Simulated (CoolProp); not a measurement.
Nitrous oxide along the isobar 2.4 MPa: density (kg/m³) from the reference equation and from simpler models built on Tc = 309.5 K, pc = 7.245 MPa, ω = 0.161; each cubic takes its own stable root.

Values from CoolProp's reference Helmholtz-energy equation of state, Lemmon 2006. It is a short technical equation, of lower accuracy than the large ones.

| T (K) | phase | reference |
|---|---|---|
| 260.8 | liquid | 966.3 |
| 286.3 | gas | 53.30 |
| 311.8 | gas | 46.37 |
| 337.4 | gas | 41.44 |
| 362.9 | gas | 37.66 |
| 388.5 | gas | 34.60 |
| 414 | gas | 32.08 |
| 439.5 | gas | 29.94 |
| 465.1 | gas | 28.09 |

Q: How far does each simpler model (van der Waals, Redlich-Kwong, Soave-Redlich-Kwong, Peng-Robinson) lie from the reference over these 9 states: mean and median of the absolute difference, and the worst?

A: 
- van der Waals: mean 11.4 %, median 0.7 %, worst -93.9 % at 260.8 K and 2.4 MPa
- Redlich-Kwong: mean 10.7 %, median 0.4 %, worst -93.5 % at 260.8 K and 2.4 MPa
- Soave-Redlich-Kwong: mean 1.4 %, median 0.3 %, worst -10.3 % at 260.8 K and 2.4 MPa
- Peng-Robinson: mean 0.9 %, median 0.9 %, worst +1.8 % at 260.8 K and 2.4 MPa

At some of these states van der Waals, Redlich-Kwong gives the other phase, because its saturation line lies elsewhere.
